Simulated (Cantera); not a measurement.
Input: 1 mol Si, 0.026 mol N₂O, 2.1 mol N₂, equilibrated at 1400 K and 1.40 Pa.

Equilibrium computed with Cantera from the NASA thermochemical tables; the gas is ideal and each condensed phase is pure. Candidate condensed phases: Si, SiO₂, Si₂N₂O, Si₃N₄; 16 gas species. Mutual solubility and eutectic melting of coexisting phases are not modelled. The numbers say what is thermodynamically allowed, not how fast it happens.

Base state: N₂ 0.997, SiO 0.00338, Si 3.25e-5 (mole fractions); condensed: Si₂N₂O(s) + Si₃N₄(s).

Question: What changes in the equilibrium state with this change: pressure from 1.40 Pa to 13300 Pa?

Answer: 
```tsv
species	before	after
N₂	0.997	1.00
SiO	0.00338	1.68e-8
Si	3.25e-5	<1e-9
Si₂N₂O(s), mol	0.0210	0.0260
Si₃N₄(s), mol	0.318	0.316
```

Question: What changes in the equilibrium state with this change: temperature from 1400 K to 1300 K?

Answer: 
| species | before | after |
|---|---|---|
| N₂ | 0.997 | 1.000 |
| SiO | 0.00338 | 7.30e-5 |
| Si | 3.25e-5 | 3.34e-7 |
| Si₂N₂O(s), mol | 0.0210 | 0.0259 |
| Si₃N₄(s), mol | 0.318 | 0.316 |

Question: What changes in the equilibrium state with this change: 0.028 mol HF added?

Answer: 
```csv
species,before,after
N₂,0.997,0.979
H₂,0,0.00899
SiF₂,0,0.00539
SiF₃,0,0.00185
HF,0,0.000461
"Si₂N₂O(s), mol",0.0210,0.0209
"Si₃N₄(s), mol",0.318,0.314
```
The tables' values for SiF₂, SiF₃, SiF are old estimates; treat these amounts as uncertain. Further candidate phases: H₂O.
